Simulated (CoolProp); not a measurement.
Properties of carbon monoxide along the isobar 0.266 MPa (Tc = -140.3 °C, pc = 3.498 MPa, ω = 0.050).

Model: reference Helmholtz-energy equation of state, Lemmon 2006, in CoolProp. It is a short technical equation, of lower accuracy than the large ones.

```csv
T (°C),phase,density (kg/m³),cv (kJ/(kg K)),Joule-Thomson coefficient (K/MPa),isothermal compressibility (1/MPa),expansivity (1/kK)
-157.55,gas,8.067,0.7590,13.69,3.918,9.705
-144.15,gas,7.148,0.7525,11.22,3.871,8.425
-130.75,gas,6.427,0.7489,9.434,3.841,7.479
-117.35,gas,5.844,0.7469,8.086,3.820,6.741
-103.95,gas,5.362,0.7457,7.030,3.806,6.146
-90.55,gas,4.955,0.7449,6.179,3.795,5.653
-77.05,gas,4.604,0.7443,5.472,3.787,5.235
-63.65,gas,4.302,0.7440,4.884,3.781,4.879
-50.25,gas,4.039,0.7437,4.383,3.777,4.570
-36.85,gas,3.806,0.7436,3.950,3.773,4.299
-23.45,gas,3.599,0.7435,3.573,3.770,4.059
-10.05,gas,3.413,0.7436,3.241,3.767,3.845
3.35,gas,3.246,0.7437,2.946,3.765,3.653
```
